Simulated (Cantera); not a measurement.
Feed: 1 mol PbO, a varied amount of CO, 3.5 mol N2, equilibrated at 1125 K and 0.00133 bar.

Method: chemical equilibrium by Gibbs-energy minimisation in Cantera with the NASA 1993 tables (ideal gas, pure condensed phases). Candidate condensed phases: C, Pb, PbO, PbO2, Pb3O4; 27 gas species. Mutual solubility and eutectic melting of coexisting phases are not modelled. Kinetics and transport are ignored.

**Question.** What share of the Pb ends up in condensed phases as a function of n(CO) (mol), at 0.62, 0.89, 1.1, 1.4, 1.7, 1.9, 2.2, 2.5, 2.7, 3, 3.2, 3.5, 3.8?

**Answer.** 
```
n(CO) (mol)  Pb condensed (%)                   as
-----------  ----------------  -------------------
0.62                     33.7          PbO(yellow)
0.89                     21.9  Pb(l) + PbO(yellow)
1.1                      23.9                Pb(l)
1.4                      18.9                Pb(l)
1.7                      14.0                Pb(l)
1.9                      10.7                Pb(l)
2.2                       5.7                Pb(l)
2.5                       0.7                Pb(l)
2.7                       0.0                    -
3                         0.0                    -
3.2                       0.0                    -
3.5                       0.0                    -
3.8                       0.0                    -
```
